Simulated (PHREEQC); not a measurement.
Make-up at 25 °C: 0.00025 mol H3BO3 per kg of water. Closed to the air; pH follows from the charge balance.

Equilibrium calculation in PHREEQC: ion-association model, phreeqc.dat.

```
Property                  Value
--------------  ---------------
pH                         6.41
ionic strength  3.92e-7 mol/kgw
```

```
species  molality  activity  log γ
-------  --------  --------  -----
H3BO3    0.000250  0.000250  0.000
H+        3.92e-7   3.92e-7  0.000
H2BO3-    3.67e-7   3.66e-7  0.000
OH-       2.58e-8   2.58e-8  0.000
```

Precipitation was switched off in this run. Species that the database lacks are ignored.
